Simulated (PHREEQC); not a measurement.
Consider water at 25 °C with 0.0017 mol/kgw HF, 0.0016 mol/kgw CsF, 4e-05 mol/kgw (NH4)2SiF6 and 0.015 mol/kgw HCl. Closed to the air; pH follows from the charge balance.

The numbers come from PHREEQC with the ion-association model, wateq4f.dat.

Each row changes one thing in this solution. Precipitation was switched off in this run.

```tsv
case	pH	ionic strength (mol/kgw)	HF (mol/kgw)	F- (mol/kgw)	H2F2 (mol/kgw)	SiF6-2 (mol/kgw)	SI of Quartz (SiO2)
as made	1.91	0.0153	0.00315	0.000196	2.59e-5	2.36e-5	-0.80
CsF from 0.0016 to 0.0024 mol/kgw	1.94	0.0154	0.00381	0.000251	3.79e-5	3.34e-5	-1.20
0.0038 mol/kgw KCl added	1.92	0.0191	0.00314	0.000200	2.58e-5	2.42e-5	-0.82
0.00022 mol/kgw KOH added	1.92	0.0153	0.00314	0.000199	2.58e-5	2.39e-5	-0.81
diluted 2-fold with water	2.20	0.00769	0.00156	0.000182	6.39e-6	1.33e-6	-0.75
CsF left out	1.87	0.0151	0.00181	0.000102	8.57e-6	1.63e-6	-0.43
CsF replaced by CsI at the same molality	1.87	0.0167	0.00181	0.000103	8.56e-6	1.67e-6	-0.43
temperature from 25 to 65 °C	1.92	0.0151	0.00342	0.000101	6.53e-6	3.87e-8	-0.94
HCl left out	3.37	0.00216	0.00126	0.00206	4.17e-6	3.13e-5	-1.08
```

Complexes and solids missing from the database can't appear. Away from 25 °C the constants follow the database's enthalpies or fits; those with neither stay at their 25 °C values. SiF6-2 is the database's only silicon fluoride.
